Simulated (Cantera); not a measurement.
Equilibrium for iron carbonyl, mercury and lead vapours: Fe(CO)5 + H2

Input: 1 mol Fe(CO)5, 0.7 mol H2, held at 110000 Pa.

Method: chemical equilibrium by Gibbs-energy minimisation in Cantera with the NASA 1993 tables (ideal gas, pure condensed phases). Candidate condensed phases: C, C6H6, C7H8, C8H18, Fe, Fe(CO)5, FeO, Fe(OH)2, Fe(OH)3, Fe2O3, Fe3O4, H2O; 114 gas species. Iron dissolves carbon and melts from about 1420 K in contact with it, which pure phases cannot show. Condensed phases not in the tables: cementite and carbon dissolved in iron. Equilibrium is a limit: real reactors are often held back by kinetics, nucleation or transport.

| T (°C) | x CO | x H2 | x CO2 | x H2O | x CH4 | n C(graphite) | n Fe(γ) |
|---|---|---|---|---|---|---|---|
| 925 | 0.859 | 0.122 | 0.0158 | 0.00305 | 0.000261 | 0.104 | 1.00 |
| 950 | 0.864 | 0.122 | 0.0113 | 0.00233 | 0.000217 | 0.0754 | 1.00 |
| 975 | 0.868 | 0.122 | 0.00818 | 0.00179 | 0.000182 | 0.0553 | 1.00 |
| 1000 | 0.870 | 0.122 | 0.00599 | 0.00139 | 0.000154 | 0.0409 | 1.00 |
| 1025 | 0.872 | 0.122 | 0.00443 | 0.00109 | 0.000131 | 0.0306 | 1.00 |
| 1050 | 0.873 | 0.122 | 0.00332 | 0.000861 | 0.000112 | 0.0231 | 1.00 |
| 1075 | 0.874 | 0.122 | 0.00251 | 0.000686 | 9.60e-5 | 0.0176 | 1.00 |
| 1100 | 0.875 | 0.122 | 0.00191 | 0.000552 | 8.30e-5 | 0.0135 | 1.00 |
| 1125 | 0.876 | 0.122 | 0.00148 | 0.000447 | 7.21e-5 | 0.0105 | 1.00 |
| 1150 | 0.876 | 0.123 | 0.00115 | 0.000364 | 6.29e-5 | 0.00825 | 1.00 |
| 1175 | 0.876 | 0.123 | 0.000903 | 0.000299 | 5.51e-5 | 0.00652 | 1.00 |
| 1200 | 0.876 | 0.123 | 0.000715 | 0.000248 | 4.85e-5 | 0.00520 | 1.00 |
x: gas mole fraction; n: condensed amount in mol.

From 925 °C to 1200 °C the condensed part is C(graphite) + Fe(γ).
